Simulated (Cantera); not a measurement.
What does this Cantera script print?

```python
import numpy as np
import cantera as ct

gas_names = """
    H H2 Si SiH SiH2 SiH3 SiH4 Si2 Si3
""".split()
cond_names = """
    Si(cr) Si(L)
""".split()


# ... load() reads the species with a 1 bar reference pressure and builds the phases ...
atoms = {
    'SiH4': {'Si': 1, 'H': 4},
    'H2': {'H': 2},
}
top_T = {}  # K; cautious upper limits of use, not melting points


# ... equilibrate(T, P, feed) seeds the gas with the atoms and calls Mixture.equilibrate('TP', solver="vcs", rtol=1e-11, max_steps=5000) ...
results = []
feed = {'SiH4': 1, 'H2': 1.5}  # mol
T = 1248.15  # K
P = 3700  # Pa
mix = equilibrate(T, P, feed)
results.append((T, P, feed, dict(zip(mix.species_names, mix.species_moles))))
print(gas.report(threshold=1e-06))
for i in range(1, mix.n_phases):
    print(f"{mix.phase(i).name:16s} {mix.phase_moles(i):12.5e} mol")
```

Output:

```
       temperature   1248.2 K
          pressure   3700 Pa
           density   0.00071877 kg/m^3
  mean mol. weight   2.016 kg/kmol
   phase of matter   gas

                          1 kg             1 kmol
                     ---------------   ---------------
          enthalpy        1.4045e+07        2.8316e+07  J
   internal energy        8.8977e+06        1.7938e+07  J
           entropy             99433        2.0046e+05  J/K
    Gibbs function       -1.1006e+08       -2.2188e+08  J
 heat capacity c_p             15527             31302  J/K
 heat capacity c_v             11403             22988  J/K

                      mass frac. Y      mole frac. X     chem. pot. / RT
                     ---------------   ---------------   ---------------
                 H        1.2171e-06        2.4342e-06            -10.69
                H2                 1                 1           -21.381
     [   +7 minor]        8.8058e-07        5.7245e-08

Si(cr)            1.00000e+00 mol
```

Method: chemical equilibrium by Gibbs-energy minimisation in Cantera with the NASA 1993 tables (ideal gas, pure condensed phases).
